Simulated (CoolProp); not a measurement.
A single-stage vapour-compression cycle with R11: evaporating at 322.15 K (dew point), condensing at 366.15 K (bubble point), superheat 2 K, subcooling 2 K, compressor efficiency 0.65, no pressure losses. Each further row changes one setting.

Model: reference Helmholtz-energy equation of state, Jacobsen 1992, in CoolProp.

```json
[
 {"case": "as stated", "cooling COP": "(withheld)", "pressure ratio": "3.08", "discharge temperature (K)": "384.8", "refrigerating effect (kJ/kg)": "133", "volumetric capacity (kJ/m³)": "1660"},
 {"case": "evaporating temperature 327.15 K", "cooling COP": "(withheld)", "pressure ratio": "2.67", "discharge temperature (K)": "(withheld)", "refrigerating effect (kJ/kg)": "(withheld)", "volumetric capacity (kJ/m³)": "(withheld)"},
 {"case": "condensing temperature 361.15 K", "cooling COP": "4.70", "pressure ratio": "2.75", "discharge temperature (K)": "378.5", "refrigerating effect (kJ/kg)": "138", "volumetric capacity (kJ/m³)": "1720"},
 {"case": "subcooling 7 K", "cooling COP": "(withheld)", "pressure ratio": "3.08", "discharge temperature (K)": "384.8", "refrigerating effect (kJ/kg)": "138", "volumetric capacity (kJ/m³)": "1720"},
 {"case": "superheat 12 K", "cooling COP": "4.10", "pressure ratio": "3.08", "discharge temperature (K)": "(withheld)", "refrigerating effect (kJ/kg)": "140", "volumetric capacity (kJ/m³)": "(withheld)"},
 {"case": "compressor efficiency 0.55", "cooling COP": "3.44", "pressure ratio": "3.08", "discharge temperature (K)": "393.4", "refrigerating effect (kJ/kg)": "133", "volumetric capacity (kJ/m³)": "1660"}
]
```

What belongs in the gaps?


- as stated, cooling COP: 4.07
- evaporating temperature 327.15 K, cooling COP: 4.75
- evaporating temperature 327.15 K, discharge temperature (K): 382.5
- evaporating temperature 327.15 K, refrigerating effect (kJ/kg): 136
- evaporating temperature 327.15 K, volumetric capacity (kJ/m³): 1940
- subcooling 7 K, cooling COP: 4.22
- superheat 12 K, discharge temperature (K): 396.0
- superheat 12 K, volumetric capacity (kJ/m³): 1680
